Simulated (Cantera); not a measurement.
Mixture: CH₄ : CO : O₂ : N₂ = 1 : 0.22 : 2.6 : 9.79 (molar parts), equivalence ratio 0.81, at 54000 Pa, adiabatic and at constant pressure. Ignition delay is the time to a rise of 400 K.

Computed with Cantera and GRI-Mech 3.0 (53 species, 325 reactions).

```csv
quantity,before,after
delay at 1150 K,0.162 s,0.152 s
delay at 1350 K,9.12 ms,8.94 ms
delay at 1550 K,1.12 ms,1.11 ms
delay at 1750 K,0.261 ms,0.261 ms
delay at 1950 K,87.8 µs,87.7 µs
apparent activation energy between 1750 and 1950 K,150 kJ/mol,150 kJ/mol
```

Task: What was changed between the two runs?
(A) CH4 1 to 2.3 parts
(B) pressure from 54000 Pa to 39000 Pa
(C) CO 0.22 to 0.11 parts
(D) N2 9.79 to 7.7 parts

Result: C, CO 0.22 to 0.11 parts
